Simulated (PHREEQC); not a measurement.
0.016 g of hydrous ferric oxide (600 m²/g; 0.2 weak and 0.005 strong sites per Fe, Dzombak-Morel constants, diffuse double layer) in 1 kg of water with 0.001 mol/kgw of an inert sodium salt, at 25 °C; the pH is set by adding NaOH or the inert anion's acid. O2 is buffered at 0.21 atm. The system is closed to CO2. No solid was allowed to form.

Base run: PHREEQC, ion-association model, wateq4f.dat. Each further column changes one thing. The table gives surface charge σ (C/m²).

| pH | base | background salt from 0.001 to 0.0001 mol/kgw | oxide from 0.016 to 0.08 g/kgw | 1.6e-05 mol/kgw CuCl2 added |
|---|---|---|---|---|
| 3 | 0.252 | 0.222 | 0.253 | 0.253 |
| 3.67 | 0.152 | 0.100 | 0.153 | 0.153 |
| 4.33 | 0.090 | 0.043 | 0.090 | 0.091 |
| 5.67 | 0.026 | 0.009 | 0.026 | 0.031 |
| 6.33 | 0.013 | 0.004 | 0.013 | 0.022 |
| 7 | 0.006 | 0.002 | 0.006 | 0.015 |
| 7.67 | 0.002 | 0.001 | 0.002 | 0.007 |
| 8.33 | -0.001 | 0.000 | -0.001 | 0.003 |
| 9.67 | -0.010 | -0.004 | -0.010 | -0.004 |
| 10.33 | -0.023 | -0.012 | -0.023 | -0.010 |
| 11 | -0.054 | -0.043 | -0.054 | -0.026 |

The oxide is taken as insoluble; below pH 4 it would dissolve. The database's constant for dissolved Cu(OH)2 is higher than later reviews accept.
